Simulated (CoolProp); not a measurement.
Vapour-liquid equilibrium of nitrogen (1) + oxygen (2) at -158.95 °C; x and y are mole fractions of (1).

Model: multi-fluid Helmholtz-energy mixture model, Span 2000 and Schmidt 1985; pair parameters Gernert 2013, in CoolProp.

```tsv
x	bubble pressure (kPa)	y at the bubble point	dew pressure at overall composition x (kPa)	liquid density (mol/L)
0.05	780.1	?	744.4	31.04
0.2	954.4	0.361	834.5	?
0.35	1118	?	945.7	27.89
0.5	?	?	1084	26.33
0.65	1441	0.778	1258	24.77
0.8	1610	0.877	1477	23.18
0.95	1791	0.970	1750	21.51
```

Question: Some entries are withheld; supply them.

Answer: 
- 0.05, y at the bubble point: 0.113
- 0.2, liquid density (mol/L): 29.45
- 0.35, y at the bubble point: 0.532
- 0.5, bubble pressure (kPa): 1279
- 0.5, y at the bubble point: 0.665

No azeotrope shows between x = 0.05 and 0.95.

Pair parameters are fitted to limited data, so mixtures are less certain than the pure fluids. The gap from Raoult's law changes sign with composition, which may be real or a fault of the pair parameters; it wasn't checked against measurements.
